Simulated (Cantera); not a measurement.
Feed: 1 mol MgO, 0.012 mol C, 0.34 mol H2, at 2252 °C and 15000 Pa.

Equilibrium computed with Cantera from the NASA thermochemical tables; the gas is ideal and each condensed phase is pure. Candidate condensed phases: C, C6H6, C7H8, C8H18, H2O, Mg, MgCO3, MgO, Mg(OH)2; 116 gas species. The tables' values for MgH are old estimates; treat these amounts as uncertain. The numbers say what is thermodynamically allowed, not how fast it happens.

Base state: H2 0.608, Mg 0.165, H2O 0.135, H 0.0564, CO 0.0264, MgOH 0.00338, OH 0.00267, MgH 0.00100 (mole fractions); condensed: MgO(s).

**Question.** What changes in the equilibrium state with this change: C from 0.012 to 0.0067 mol?

**Answer.** 
```csv
species,before,after
H2,0.608,0.618
Mg,0.165,0.160
H2O,0.135,0.142
CO,0.0264,0.0151
H,0.0564,0.0569
CO2,0.000935,0.000551
O2,1.48e-5,1.58e-5
"MgO(s), mol",0.925,0.929
```
